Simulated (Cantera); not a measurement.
A closed system holds: 1 mol Si, 19 mol HBr, 57 mol H2, equilibrated at 133 Pa.

Method: chemical equilibrium by Gibbs-energy minimisation in Cantera with the NASA 1993 tables (ideal gas, pure condensed phases). Candidate condensed phases: Br2, Si; 19 gas species. The tables' values for SiBr3, SiBr are old estimates; treat these amounts as uncertain. Kinetics and transport are ignored.

x: gas mole fraction; nothing condenses.

| T (K) | x H2 | x HBr | x Br | x SiBr4 | x SiBr2 | x H | x SiBr3 |
|---|---|---|---|---|---|---|---|
| 573 | 0.787 | 0.200 | 3.19e-11 | 0.0133 | <1e-12 | <1e-12 | 3.11e-11 |
| 673 | 0.787 | 0.200 | 3.45e-9 | 0.0133 | 4.02e-11 | <1e-12 | 7.18e-9 |
| 773 | 0.787 | 0.200 | 1.13e-7 | 0.0133 | 2.80e-8 | 2.20e-11 | 3.97e-7 |
| 873 | 0.787 | 0.200 | (withheld) | 0.0133 | (withheld) | (withheld) | 8.60e-6 |
| 973 | 0.786 | 0.201 | 1.44e-5 | 0.0129 | 0.000213 | 2.63e-8 | 9.49e-5 |
| 1073 | 0.780 | 0.207 | 8.58e-5 | 0.00909 | 0.00348 | 3.39e-7 | 0.000466 |
| 1173 | 0.768 | 0.219 | 0.000393 | 0.00218 | 0.0104 | 2.83e-6 | 0.000535 |
| 1273 | 0.764 | 0.221 | 0.00137 | 0.000295 | 0.0126 | 1.71e-5 | 0.000280 |
| 1373 | 0.764 | 0.219 | (withheld) | (withheld) | 0.0129 | (withheld) | 0.000139 |
| 1473 | 0.764 | 0.213 | 0.00942 | 8.45e-6 | 0.0130 | 0.000303 | 7.27e-5 |
| 1573 | 0.765 | 0.202 | 0.0198 | 1.83e-6 | 0.0129 | 0.000974 | 3.99e-5 |
| 1673 | 0.765 | 0.183 | 0.0364 | 4.30e-7 | 0.0127 | 0.00273 | 2.22e-5 |

Question: What belongs in the gaps?

Answer: 
- 1373, x Br: 0.00388
- 1373, x SiBr4: 4.51e-5
- 1373, x H: 7.97e-5
- 873, x Br: 1.67e-6
- 873, x SiBr2: 4.20e-6
- 873, x H: 1.14e-9
